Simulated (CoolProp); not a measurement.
Vapour-liquid equilibrium of dimethyl ether (1) + isobutane (2) at 79.75 °C; x and y are mole fractions of (1).

Computed with CoolProp (multi-fluid Helmholtz-energy mixture model, Wu 2011 and Bücker 2006; pair parameters Bell 2016).

| x | bubble pressure (kPa) | y at the bubble point | dew pressure at overall composition x (kPa) | liquid density (mol/L) |
|---|---|---|---|---|
| 0.05 | 1416 | 0.086 | 1382 | 8.201 |
| 0.2 | 1626 | 0.292 | 1529 | 8.558 |
| 0.35 | 1801 | 0.449 | 1690 | 8.977 |
| 0.5 | 1945 | 0.583 | 1857 | 9.478 |
| 0.65 | 2061 | 0.705 | 2012 | 10.09 |
| 0.8 | 2149 | 0.826 | 2133 | 10.83 |
| 0.95 | 2207 | 0.954 | 2206 | 11.74 |

No azeotrope shows between x = 0.05 and 0.95.

Pair parameters are fitted to limited data, so mixtures are less certain than the pure fluids.
